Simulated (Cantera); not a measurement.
Thermodynamics of halide evaporation, hydrolysis and transport, feed BaF2 + HF + H2

A closed system holds: 1 mol BaF2, 0.091 mol HF, 270 mol H2, equilibrated at 1.00 Pa.

These are equilibrium values from Cantera (NASA tables, ideal gas, pure condensed phases), not measurements of a reactor. Candidate condensed phases: Ba, BaF2; 14 gas species. Equilibrium is a limit: real reactors are often held back by kinetics, nucleation or transport.

From 1473 K to 1773 K nothing is condensed. The main Ba-bearing gas is BaF throughout.

```tsv
T (K)	log p H2	log p H	log p HF	log p BaF	log p BaF2	log p Ba	log p F
1473	-5.00	-7.40	-7.56	-7.65	-7.87	-9.05	-14.60
1498	-5.01	-7.27	-7.53	-7.62	-7.93	-8.92	-14.36
1523	-5.01	-7.14	-7.50	-7.60	-7.99	-8.80	-14.12
1548	-5.01	-7.02	-7.48	-7.59	-8.06	-8.68	-13.90
1573	-5.01	-6.90	-7.45	-7.57	-8.14	-8.57	-13.68
1598	-5.01	-6.78	-7.43	-7.57	-8.21	-8.47	-13.47
1623	-5.01	-6.67	-7.41	-7.57	-8.29	-8.38	-13.27
1648	-5.02	-6.56	-7.39	-7.57	-8.38	-8.29	-13.07
1673	-5.02	-6.45	-7.37	-7.58	-8.46	-8.21	-12.88
1698	-5.02	-6.35	-7.36	-7.59	-8.55	-8.13	-12.70
1723	-5.03	-6.25	-7.34	-7.61	-8.63	-8.06	-12.52
1748	-5.04	-6.16	-7.33	-7.63	-8.73	-8.00	-12.35
1773	-5.04	-6.07	-7.32	-7.65	-8.82	-7.95	-12.18
```
log p: log10 of the partial pressure in bar; nothing condenses.
